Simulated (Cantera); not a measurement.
Feed: 1 mol V₂O₅, 1.2 mol H₂, 0.31 mol H₂O, equilibrated at 2.78 Torr.

These are equilibrium values from Cantera (NASA tables, ideal gas, pure condensed phases), not measurements of a reactor. Candidate condensed phases: H₂O, V, VO, V₂O₃, V₂O₄, V₂O₅; 12 gas species. Mutual solubility and eutectic melting of coexisting phases are not modelled. Condensed phases not in the tables: the oxides between V₂O₃ and V₂O₅ other than VO₂. Kinetics and transport are ignored.

x: gas mole fraction; n: condensed amount in mol.

| T (K) | x H₂O | x VO₂ | x H₂ | x O₂ | x H | x OH | n V₂O₃(s) | n V₂O₄(s) | n V₂O₄(l) |
|---|---|---|---|---|---|---|---|---|---|
| 1173 | 0.999 | 1.03e-9 | 0.00135 | 7.52e-9 | 7.13e-8 | 3.62e-7 | 0.198 | 0.802 | 0 |
| 1273 | 0.998 | ___ | ___ | ___ | ___ | ___ | 0.197 | 0.803 | 0 |
| 1373 | 0.997 | ___ | ___ | ___ | ___ | ___ | 0.195 | 0.805 | 0 |
| 1473 | 0.996 | 1.32e-5 | 0.00420 | 2.61e-5 | 1.35e-5 | 8.31e-5 | 0.194 | 0.806 | 0 |
| 1573 | 0.994 | 0.000135 | 0.00559 | 0.000197 | 5.00e-5 | 0.000321 | 0.192 | 0.808 | 0 |
| 1673 | 0.989 | 0.00103 | 0.00718 | 0.00117 | 0.000159 | 0.00105 | 0.193 | 0.806 | 0 |
| 1773 | 0.976 | 0.00614 | 0.00887 | 0.00570 | 0.000440 | 0.00300 | 0.206 | 0.789 | 0 |
| 1873 | 0.937 | 0.0268 | 0.0130 | 0.0150 | 0.00121 | 0.00676 | 0.232 | 0 | 0.747 |
| 1973 | 0.846 | 0.0915 | 0.0205 | 0.0253 | 0.00318 | 0.0124 | 0.263 | 0 | 0.658 |
| 2073 | 0.631 | 0.273 | 0.0255 | 0.0400 | 0.00690 | 0.0194 | 0.346 | 0 | 0.346 |
| 2173 | 0.383 | 0.512 | 0.0502 | 0.0145 | 0.0178 | 0.0181 | 0.143 | 0 | 0 |
| 2273 | 0.299 | 0.539 | 0.0779 | 0.0126 | 0.0386 | 0.0230 | 0 | 0 | 0 |

Complete the blanks.


- 1273, x VO₂: 4.04e-8
- 1273, x H₂: 0.00209
- 1273, x O₂: 1.75e-7
- 1273, x H: 5.36e-7
- 1273, x OH: 2.95e-6
- 1373, x VO₂: 9.10e-7
- 1373, x H₂: 0.00303
- 1373, x O₂: 2.56e-6
- 1373, x H: 3.01e-6
- 1373, x OH: 1.77e-5
